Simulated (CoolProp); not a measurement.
Properties of cis-2-butene along the isobar 14.4 MPa.

The numbers come from the reference Helmholtz-energy equation of state, Lemmon 2005 in CoolProp. It is a short technical equation, of lower accuracy than the large ones.

```json
[
 {"T (K)": "426.2", "phase": "liquid", "density (kg/m³)": "484.1", "cp (kJ/(kg K))": "2.771", "cv (kJ/(kg K))": "1.930", "isothermal compressibility (1/MPa)": "0.009015", "expansivity (1/kK)": "2.934"},
 {"T (K)": "432.8", "phase": "liquid", "density (kg/m³)": "474.6", "cp (kJ/(kg K))": "2.812", "cv (kJ/(kg K))": "1.953", "isothermal compressibility (1/MPa)": "0.01002", "expansivity (1/kK)": "3.071"},
 {"T (K)": "439.3", "phase": "supercritical", "density (kg/m³)": "465.0", "cp (kJ/(kg K))": "2.852", "cv (kJ/(kg K))": "1.976", "isothermal compressibility (1/MPa)": "0.01116", "expansivity (1/kK)": "3.216"},
 {"T (K)": "445.8", "phase": "supercritical", "density (kg/m³)": "455.1", "cp (kJ/(kg K))": "2.893", "cv (kJ/(kg K))": "1.998", "isothermal compressibility (1/MPa)": "0.01245", "expansivity (1/kK)": "3.372"},
 {"T (K)": "452.3", "phase": "supercritical", "density (kg/m³)": "445.0", "cp (kJ/(kg K))": "2.935", "cv (kJ/(kg K))": "2.021", "isothermal compressibility (1/MPa)": "0.01392", "expansivity (1/kK)": "3.537"},
 {"T (K)": "458.8", "phase": "supercritical", "density (kg/m³)": "434.7", "cp (kJ/(kg K))": "2.977", "cv (kJ/(kg K))": "2.044", "isothermal compressibility (1/MPa)": "0.01559", "expansivity (1/kK)": "3.713"},
 {"T (K)": "465.4", "phase": "supercritical", "density (kg/m³)": "423.9", "cp (kJ/(kg K))": "3.020", "cv (kJ/(kg K))": "2.066", "isothermal compressibility (1/MPa)": "0.01752", "expansivity (1/kK)": "3.901"},
 {"T (K)": "471.9", "phase": "supercritical", "density (kg/m³)": "413.0", "cp (kJ/(kg K))": "3.062", "cv (kJ/(kg K))": "2.089", "isothermal compressibility (1/MPa)": "0.01966", "expansivity (1/kK)": "4.093"},
 {"T (K)": "478.4", "phase": "supercritical", "density (kg/m³)": "401.9", "cp (kJ/(kg K))": "3.103", "cv (kJ/(kg K))": "2.111", "isothermal compressibility (1/MPa)": "0.02207", "expansivity (1/kK)": "4.290"},
 {"T (K)": "484.9", "phase": "supercritical", "density (kg/m³)": "390.6", "cp (kJ/(kg K))": "3.143", "cv (kJ/(kg K))": "2.133", "isothermal compressibility (1/MPa)": "0.02475", "expansivity (1/kK)": "4.488"},
 {"T (K)": "491.4", "phase": "supercritical", "density (kg/m³)": "379.1", "cp (kJ/(kg K))": "3.180", "cv (kJ/(kg K))": "2.155", "isothermal compressibility (1/MPa)": "0.02770", "expansivity (1/kK)": "4.682"},
 {"T (K)": "498", "phase": "supercritical", "density (kg/m³)": "367.4", "cp (kJ/(kg K))": "3.215", "cv (kJ/(kg K))": "2.176", "isothermal compressibility (1/MPa)": "0.03096", "expansivity (1/kK)": "4.871"}
]
```
